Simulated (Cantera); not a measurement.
A closed system holds: 1 mol Si, 0.13 mol H2O, 710 mol H2, equilibrated at 1298.15 K and 2400 Pa.

Cantera equilibrium calculation (NASA polynomials, part measured and part estimated; ideal gas, pure solids and liquids). Candidate condensed phases: H2O, Si, SiO2; 18 gas species. The numbers say what is thermodynamically allowed, not how fast it happens.

Problem. What is the equilibrium state?

Solution. 
| Item | Value |
|---|---|
| x(H2) | 1.000 |
| x(SiO) | 0.000183 |
| x(H) | 6.93e-6 |
| n(Si(s)) | 0.870 mol |
| gas amount | 710.3 mol |
